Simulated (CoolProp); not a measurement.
Properties of n-hexane at several states.

Values from CoolProp's reference Helmholtz-energy equation of state, Thol 2019.

| T (°C) | p (kPa) | phase | Z | speed of sound (m/s) | viscosity (µPa s) | fugacity coefficient |
|---|---|---|---|---|---|---|
| -46.25 | 768 | liquid | 0.04890 | 1417 | 714 | 0.0003746 |
| 173.55 | 35.7 | gas | 0.9936 | 210.8 | 9.36 | 0.9936 |
| 125.15 | 17700 | liquid | 0.7798 | 859.6 | 166 | 0.04888 |

Viscosity comes from a separate model (Michailidou 2013).
